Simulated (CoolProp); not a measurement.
Vapour-liquid equilibrium of R22 (1) + cyclohexane (2) at 54.45 °C; x and y are mole fractions of (1).

Model: multi-fluid Helmholtz-energy mixture model, Kamei 1995 and Zhou 2014; pair parameters Bell 2016, in CoolProp.

```csv
x,"bubble pressure, mixture model (bar)","bubble pressure, Raoult's law (bar)","y, mixture model","y, Raoult's law"
0.05,?,1.480,0.821,0.726
0.2,7.283,4.639,0.939,0.926
0.35,?,7.797,?,0.964
0.5,?,10.96,?,0.981
0.65,14.94,14.11,0.974,0.989
0.8,17.13,17.27,?,0.995
0.95,?,20.43,0.994,0.999
```

**Question.** Fill in the missing entries.

**Answer.** 
- 0.05, bubble pressure, mixture model (bar): 2.435
- 0.35, bubble pressure, mixture model (bar): 10.61
- 0.35, y, mixture model: 0.958
- 0.5, bubble pressure, mixture model (bar): 12.96
- 0.5, y, mixture model: 0.967
- 0.8, y, mixture model: 0.982
- 0.95, bubble pressure, mixture model (bar): 20.15

The largest gap from Raoult's law is +64.5 % in bubble pressure, at x = 0.05. No azeotrope shows between x = 0.05 and 0.95.

The pair parameters rest on a limited set of measurements; away from them the model extrapolates. The gap from Raoult's law changes sign with composition, which may be real or a fault of the pair parameters; it wasn't checked against measurements. With so large a gap from Raoult's law the liquid may split in two, which this calculation doesn't test in full.
